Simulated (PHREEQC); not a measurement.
A made-up water analysis in mmol/kgw, 20 °C, pH 2.85, pe 11: Na 3.08; K 0.102; Ca 0.755; Mg 1.77; Cl 2.78; S(6) 4.07; O(0) (counted as O atoms) 0.0255; Zn 0.115; Br 0.0377; Si 0.12; Cu(2) 0.00467.

Valence states are taken as typed.

Computed with PHREEQC (ion-association model, phreeqc.dat).

### Question
The ionic strength comes out as 0.0146 mol/kgw. What activity coefficients do SO4-2, NaSO4-, Cu+2, H+, KSO4- get?

### Answer
SO4-2 0.62, NaSO4- 0.89, Cu+2 0.63, H+ 0.90, KSO4- 0.89.

No solid was allowed to form. Examples of supersaturated solids here: Quartz (slow to form). Others may be too.
